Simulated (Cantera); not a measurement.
Input: 1 mol Si3H8, 0.0059 mol Cl2, 140 mol N2, held at 1250 K and 7.50 Torr.

These are equilibrium values from Cantera (NASA tables, ideal gas, pure condensed phases), not measurements of a reactor. Candidate condensed phases: NH4Cl, Si, Si3N4; 28 gas species. The feed counts by its element totals alone. N2 is the only nitrogen source here; it is nearly inert below about 1500 K, so the nitride shown seldom forms there in practice. Kinetics and transport are ignored.

Q: What is the equilibrium state?

A: 
| Quantity | Result |
|---|---|
| x(N2) | 0.972 |
| x(H2) | 0.0281 |
| x(HCl) | 8.31e-5 |
| n(Si3N4(s)) | 1.00 mol |
| gas amount | 142.0 mol |
| log10 activity of Si(s) (absent) | -3.26 |
